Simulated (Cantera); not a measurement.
Input: 1 mol Cu, 5.3 mol F2, at 0.000110 bar.

These are equilibrium values from Cantera (NASA tables, ideal gas, pure condensed phases), not measurements of a reactor. Candidate condensed phases: Cu, CuF2; 6 gas species. The numbers say what is thermodynamically allowed, not how fast it happens.

x: gas mole fraction; n: condensed amount in mol.

```tsv
T (°C)	x F2	x F	x CuF2	x CuF	x Cu	n CuF2(s)
300	0.994	0.00622	7.72e-12	<1e-12	<1e-12	1.00
375	0.956	0.0437	4.81e-9	<1e-12	<1e-12	1.00
450	0.807	0.193	7.57e-7	<1e-12	<1e-12	1.000
525	0.472	0.528	4.45e-5	<1e-12	<1e-12	1.000
600	0.147	0.852	0.00126	<1e-12	<1e-12	0.991
675	0.0305	0.949	0.0205	1.60e-10	<1e-12	0.826
750	0.00579	0.889	0.105	2.00e-8	<1e-12	0
825	0.00155	0.894	0.104	2.96e-7	<1e-12	0
900	0.000488	0.895	0.104	3.12e-6	<1e-12	0
975	0.000176	0.896	0.104	2.48e-5	<1e-12	0
1050	?	0.896	0.104	?	?	0
1125	?	0.896	0.103	?	?	0
1200	1.52e-5	0.896	0.100	0.00341	5.70e-9	0
```

Problem. Fill in the missing entries.

Solution. 
- 1125, x F2: 3.15e-5
- 1125, x CuF: 0.000803
- 1125, x Cu: 1.99e-10
- 1050, x F2: 7.10e-5
- 1050, x CuF: 0.000156
- 1050, x Cu: 4.62e-12
